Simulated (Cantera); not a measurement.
A closed system holds: 1 mol CF4, 0.017 mol F2, 1.1 mol H2, equilibrated at 1600 °C and 64.0 Pa.

Cantera equilibrium calculation (NASA polynomials, part measured and part estimated; ideal gas, pure solids and liquids). Candidate condensed phases: C, C6H6, C7H8, C8H18; 95 gas species. Gases not in the tables: C2F6 and larger saturated fluorocarbons. Equilibrium is a limit: real reactors are often held back by kinetics, nucleation or transport.

Base state: HF 0.778, CF4 0.124, CF2 0.0504, F 0.0458, CF3 0.00153, CF 0.000108 (mole fractions); condensed: C(graphite).

Task: What changes in the equilibrium state with this change: temperature from 1600 °C to 2450 °C?

Result: 
```csv
species,before,after
HF,0.778,0.495
F,0.0458,0.426
CF,0.000108,0.0260
CF4,0.124,8.41e-9
C3,1.53e-9,0.0186
H,2.62e-6,0.0248
CF2,0.0504,0.00314
C2,<1e-9,0.00179
C,2.56e-9,0.00433
C5,<1e-9,0.000135
C2H,<1e-9,7.02e-5
"C(graphite), mol",0.501,0.603
```

Task: What changes in the equilibrium state with this change: temperature from 1600 °C to 427 °C?

Result: 
```
species             before  after
----------------  --------  -----
HF                   0.778  0.828
CF4                  0.124  0.172
CF2                 0.0504  <1e-9
F                   0.0458  <1e-9
CF3                0.00153  <1e-9
CF                0.000108  <1e-9
C(graphite), mol     0.501  0.541
```
Condensed phases not in the tables: fluorocarbon polymer.

Task: What changes in the equilibrium state with this change: CF4 replaced by CCl4?

Result: 
```
species            before     after
----------------  -------  --------
HCl                     0     0.535
Cl                      0     0.455
HF                  0.778   0.00842
CF4                 0.124     <1e-9
CF2                0.0504     <1e-9
F                  0.0458   2.24e-6
CF3               0.00153     <1e-9
Cl2                     0  0.000685
C(graphite), mol    0.501     1.000
```
